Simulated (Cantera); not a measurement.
NO annealing gas

A perfectly stirred reactor is fed with 48.5 % NO, 51.5 % N2, at 0.987 atm; it is held at 1875 K, and followed from long to short residence time.

Model: GRI-Mech 3.0 (53 species, 325 reactions), integrated in Cantera.

```csv
τ (s),x NO,x O2,x N2O,x NO2,x O,x N2
1.6,0.303,0.0906,3.89e-5,0.000435,7.51e-5,0.606
0.65,0.381,0.0517,6.21e-5,0.000421,5.85e-5,0.567
0.26,0.434,0.0249,8.16e-5,0.000352,4.34e-5,0.540
0.10,0.464,0.0104,9.33e-5,0.000274,3.23e-5,0.526
0.040,0.476,0.00418,9.74e-5,0.000222,2.60e-5,0.519
0.016,0.481,0.00160,9.63e-5,0.000191,2.24e-5,0.517
0.0062,0.483,0.000545,8.91e-5,0.000166,1.97e-5,0.516
0.0024,0.484,0.000151,7.34e-5,0.000133,1.63e-5,0.515
```
x: mole fraction; the columns are a selection and need not sum to one.
